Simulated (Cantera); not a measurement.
A closed system holds: 1 mol HMDSO, 1.4 mol N2O, 5.5 mol N2, 0.14 mol CO2, equilibrated at 0.830 bar.

Cantera equilibrium calculation (NASA polynomials, part measured and part estimated; ideal gas, pure solids and liquids). Candidate condensed phases: C, C6H6, C7H8, C8H18, H2O, Si, SiC, SiO2, Si2N2O, Si3N4; 151 gas species. The feed counts by its element totals alone. Mutual solubility and eutectic melting of coexisting phases are not modelled. The tables hold silica as quartz up to 1696 K and as liquid above; real silica turns to tridymite and cristobalite and melts near 1996 K. The numbers say what is thermodynamically allowed, not how fast it happens.

log p: log10 of the partial pressure in bar; n: condensed amount in mol.

| T (°C) | log p H2 | log p N2 | log p CO | log p CH4 | log p HCN | log p H2O | n C(graphite) | n SiO2(β-quartz) | n Si2N2O(s) |
|---|---|---|---|---|---|---|---|---|---|
| 675 | -0.36 | -0.44 | -4.08 | -1.49 | -6.07 | -4.45 | 5.55 | 1.12 | 0.441 |
| 725 | -0.34 | -0.45 | -3.59 | -1.70 | -5.69 | -4.32 | 5.77 | 1.12 | 0.442 |
| 775 | -0.33 | -0.45 | -3.15 | -1.90 | -5.36 | -4.21 | 5.90 | 1.11 | 0.445 |
| 825 | -0.33 | -0.46 | -2.75 | -2.09 | -5.06 | -4.11 | 5.96 | 1.10 | 0.452 |
| 875 | -0.32 | -0.46 | -2.38 | -2.27 | -4.78 | -4.02 | 5.96 | 1.07 | 0.466 |
| 925 | -0.32 | -0.46 | -2.05 | -2.44 | -4.53 | -3.95 | 5.90 | 1.01 | 0.497 |
| 975 | -0.33 | -0.47 | -1.74 | -2.60 | -4.30 | -3.88 | 5.75 | … | 0.555 |
| 1025 | -0.33 | -0.49 | -1.46 | -2.76 | -4.10 | -3.82 | 5.44 | … | 0.662 |
| 1075 | -0.34 | -0.51 | -1.21 | -2.91 | -3.92 | -3.78 | 4.90 | … | 0.847 |
| 1125 | -0.35 | -0.53 | -1.08 | -3.06 | -3.75 | -3.84 | 4.44 | 0 | 1.000 |
| 1175 | -0.35 | -0.53 | -1.08 | -3.17 | -3.58 | -4.02 | 4.44 | 0 | 1.000 |
| 1225 | -0.35 | -0.53 | -1.08 | -3.28 | -3.42 | -4.18 | 4.44 | 0 | 1.000 |
| 1275 | -0.35 | -0.53 | -1.08 | -3.38 | -3.27 | -4.33 | 4.44 | 0 | 1.000 |

What belongs in the gaps?


- 975, n SiO2(β-quartz): 0.890
- 1025, n SiO2(β-quartz): 0.677
- 1075, n SiO2(β-quartz): 0.305
